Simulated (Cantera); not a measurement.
Charge: 1 mol MgO, 17 mol Cl2, at 525 °C and 0.0330 bar.

Equilibrium computed with Cantera from the NASA thermochemical tables; the gas is ideal and each condensed phase is pure. Candidate condensed phases: Mg, MgCl2, MgO; 11 gas species. The numbers say what is thermodynamically allowed, not how fast it happens.

Base state: Cl2 0.983, O2 0.0172, Cl 4.89e-5 (mole fractions); condensed: MgCl2(s) + MgO(s).

Q: What changes in the equilibrium state with this change: pressure from 0.0330 bar to 0.133 bar?

A: 
```tsv
species	before	after
Cl2	0.983	0.970
O2	0.0172	0.0303
Cl	4.89e-5	2.42e-5
MgCl2(s), mol	0.576	1.000
MgO(s), mol	0.424	0
```
